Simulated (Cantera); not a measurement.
A perfectly stirred reactor is fed with CH4 : H2 = 1 : 7.7 (molar parts), at 0.0133 bar; it is held at 1398 K, and followed from long to short residence time.

Model: GRI-Mech 3.0 (53 species, 325 reactions), integrated in Cantera. GRI-Mech 3.0 stops at C3 and has no aromatics, soot or wall deposition, so with more carbon than oxygen in the feed, carbon stays in small species such as C2H2 where larger ones or solid carbon would form. Radical loss at walls, strong at low pressure, is not modelled.

**Question.** What does this change do: temperature 1398 to 1875 K?

**Answer.** 
```tsv
quantity	before	after
x(CH4) at τ = 0.740 s	0.115	0.0144
x(H2) at τ = 0.740 s	0.885	0.937
x(C2H6) at τ = 0.740 s	4.00e-6	1.09e-6
x(C2H2) at τ = 0.740 s	3.63e-5	0.0444
x(CH3) at τ = 0.740 s	4.62e-5	0.00107
x(CH4) at τ = 17.0 ms	0.115	0.0865
x(H2) at τ = 17.0 ms	0.885	0.897
x(C2H6) at τ = 17.0 ms	5.14e-9	1.77e-5
x(C2H2) at τ = 17.0 ms	1.68e-11	0.0102
x(CH3) at τ = 17.0 ms	2.67e-6	0.00354
```
